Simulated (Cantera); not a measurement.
A closed system holds: 1 mol Si3N4, 2.3 mol H2, held at 2800 K and 0.00350 bar.

Equilibrium computed with Cantera from the NASA thermochemical tables; the gas is ideal and each condensed phase is pure. Candidate condensed phases: Si, Si3N4; 18 gas species. The tables' values for SiN are old estimates; treat these amounts as uncertain. Kinetics and transport are ignored.

Base state: H 0.370, Si 0.333, N2 0.223, H2 0.0716, SiH 0.000926, SiN 0.000627, Si2 0.000436, N 2.80e-5 (mole fractions); condensed: gas only.

### Question
What changes in the equilibrium state with this change: temperature from 2800 K to 2325 K?

### Answer
| species | before | after |
|---|---|---|
| Si | 0.333 | 0.331 |
| N2 | 0.223 | 0.282 |
| H2 | 0.0716 | 0.275 |
| H | 0.370 | 0.0975 |
| Si3 | 2.25e-6 | 0.00124 |
| Si2N | 1.53e-5 | 0.00140 |
| Si(l), mol | 0 | 0.482 |
Gases not in the tables: Si2H6 and higher silanes.

### Question
What changes in the equilibrium state with this change: 0.021 mol HCl added?

### Answer
```tsv
species	before	after
H	0.370	0.370
Si	0.333	0.332
N2	0.223	0.222
Cl	0	0.00177
H2	0.0716	0.0716
HCl	0	0.000497
SiCl	0	6.80e-5
```
The tables' values for SiN, SiCl are old estimates; treat these amounts as uncertain. Further candidate phases: NH4Cl.
